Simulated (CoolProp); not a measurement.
1-butene along the isotherm 301.1 K: Z from the reference equation and from simpler models built on Tc = 419.3 K, pc = 4.006 MPa, ω = 0.192; each cubic takes its own stable root.

Model: reference Helmholtz-energy equation of state, Lemmon 2005, in CoolProp. It is a short technical equation, of lower accuracy than the large ones.

```tsv
p (MPa)	phase	reference
0.376	liquid	0.01442
0.751	liquid	0.02876
1.13	liquid	0.04321
1.5	liquid	0.05730
1.88	liquid	0.07172
2.25	liquid	0.08574
2.63	liquid	0.1001
3	liquid	0.1141
3.38	liquid	0.1283
3.76	liquid	0.1426
4.13	liquid	0.1565
4.51	liquid	0.1707
4.88	liquid	0.1845
5.26	liquid	0.1986
5.63	liquid	0.2124
6.01	liquid	0.2265
```

How far does each simpler model (Redlich-Kwong, Soave-Redlich-Kwong) lie from the reference over these 16 states: mean and median of the absolute difference, and the worst?


- Redlich-Kwong: mean 399.6 %, median 10.8 %, worst +6232.9 % at 301.1 K and 0.376 MPa
- Soave-Redlich-Kwong: mean 7.9 %, median 7.9 %, worst +8.5 % at 301.1 K and 0.376 MPa

At some of these states Redlich-Kwong gives the other phase, because its saturation line lies elsewhere.
